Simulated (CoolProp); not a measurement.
Saturation properties of octamethylcyclotetrasiloxane (D4) (Tc = 313.4 °C, pc = 1.347 MPa, ω = 0.598).

The numbers come from the reference Helmholtz-energy equation of state, Thol 2015 in CoolProp.

```tsv
T (°C)	p (MPa)	liquid cp (kJ/(kg K))	vapour Z
123.35	0.02123	(withheld)	0.9759
126.35	(withheld)	1.876	0.9739
129.25	0.02601	1.882	0.9719
132.25	(withheld)	1.890	(withheld)
135.15	0.03161	1.896	0.9674
138.15	0.03481	1.904	0.9650
141.05	0.03814	1.910	0.9625
143.95	0.04173	1.917	(withheld)
146.95	0.04571	1.925	0.9572
149.85	0.04984	1.932	0.9543
152.85	0.05442	(withheld)	0.9513
155.75	0.05916	1.946	0.9482
158.75	(withheld)	1.953	0.9448
161.65	0.06980	1.961	0.9414
164.65	0.07576	1.968	0.9378
```

Problem. Some entries are withheld; supply them.

Solution. 
- 123.35, liquid cp (kJ/(kg K)): 1.869
- 126.35, p (MPa): 0.02356
- 132.25, p (MPa): 0.02875
- 132.25, vapour Z: 0.9697
- 143.95, vapour Z: 0.9600
- 152.85, liquid cp (kJ/(kg K)): 1.939
- 158.75, p (MPa): 0.06440

It boils at 175.7 °C under 1 atm.
